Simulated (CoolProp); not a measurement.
CF4 (R14) along the isotherm 181.5 K: fugacity coefficient from the reference equation and from simpler models built on Tc = 227.4 K, pc = 3762 kPa, ω = 0.178; each cubic takes its own stable root.

Computed with CoolProp (reference Helmholtz-energy equation of state, Platzer 1990). This equation is an older, rougher fit; its heat capacities, sound speeds and derivatives of the liquid may be far off and weren't checked against measurements.

```csv
p (kPa),phase,reference
3420,liquid,0.2128
6840,liquid,0.1224
10300,liquid,0.09349
13700,liquid,0.08048
17100,liquid,0.07371
20500,liquid,0.07019
23900,liquid,0.06864
27400,liquid,0.06845
30800,liquid,0.06926
34200,liquid,0.07089
37600,liquid,0.07320
```

**Question.** How far does each simpler model (van der Waals, Redlich-Kwong, Soave-Redlich-Kwong, Peng-Robinson) lie from the reference over these 11 states: mean and median of the absolute difference, and the worst?

**Answer.** 
- van der Waals: mean 141.6 %, median 140.1 %, worst +207.7 % at 181.5 K and 37600 kPa
- Redlich-Kwong: mean 21.0 %, median 21.4 %, worst +22.1 % at 181.5 K and 37600 kPa
- Soave-Redlich-Kwong: mean 2.7 %, median 2.9 %, worst +3.0 % at 181.5 K and 23900 kPa
- Peng-Robinson: mean 7.7 %, median 7.7 %, worst -14.0 % at 181.5 K and 37600 kPa
